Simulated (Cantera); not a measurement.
An isothermal, constant-pressure homogeneous reactor starts with CH4 : CO2 = 1 : 2.3 (molar parts), at 1525 K and 2.17 atm. Integrator tolerance rtol = 1e-08.

Model: GRI-Mech 3.0 (53 species, 325 reactions), integrated in Cantera.

**Question.** What does this change do: CH4 1 to 2.1 parts?

**Answer.** 
```tsv
quantity	before	after
x(CH4) at 3.00 s	0.0239 (gas-phase equilibrium 8.13e-7)	0.0563 (gas-phase equilibrium 4.93e-5)
x(CO2) at 3.00 s	0.200 (gas-phase equilibrium 0.109)	0.0846 (gas-phase equilibrium 0.00663)
x(CH2O) at 3.00 s	9.93e-7 (gas-phase equilibrium 1.19e-7)	5.23e-7 (gas-phase equilibrium 2.29e-7)
x(C2H4) at 3.00 s	0.00291 (gas-phase equilibrium 2.71e-12)	0.00915 (gas-phase equilibrium 2.60e-9)
x(OH) at 3.00 s	2.52e-7 (gas-phase equilibrium 1.39e-7)	1.60e-7 (gas-phase equilibrium 1.21e-8)
x(H) at 3.00 s	6.10e-6 (gas-phase equilibrium 7.88e-6)	8.19e-6 (gas-phase equilibrium 1.10e-5)
x(O) at 3.00 s	2.43e-12 (gas-phase equilibrium 3.90e-12)	1.18e-12 (gas-phase equilibrium <1e-12)
```

**Question.** What does this change do: pressure from 2.17 atm to 12.8 atm?

**Answer.** 
```
quantity                                              before                                     after
-----------------  -----------------------------------------  ----------------------------------------
x(CH4) at 3.00 s      0.0239 (gas-phase equilibrium 8.13e-7)    0.0492 (gas-phase equilibrium 2.84e-5)
x(CO2) at 3.00 s         0.200 (gas-phase equilibrium 0.109)       0.192 (gas-phase equilibrium 0.109)
x(CH2O) at 3.00 s    9.93e-7 (gas-phase equilibrium 1.19e-7)   9.90e-7 (gas-phase equilibrium 7.02e-7)
x(C2H4) at 3.00 s   0.00291 (gas-phase equilibrium 2.71e-12)  0.00461 (gas-phase equilibrium 5.59e-10)
x(OH) at 3.00 s      2.52e-7 (gas-phase equilibrium 1.39e-7)   9.07e-8 (gas-phase equilibrium 5.71e-8)
x(H) at 3.00 s       6.10e-6 (gas-phase equilibrium 7.88e-6)   2.47e-6 (gas-phase equilibrium 3.24e-6)
x(O) at 3.00 s     2.43e-12 (gas-phase equilibrium 3.90e-12)     <1e-12 (gas-phase equilibrium <1e-12)
```
The pressure lies above the range GRI-Mech 3.0 was tuned for (to about 10 atm).
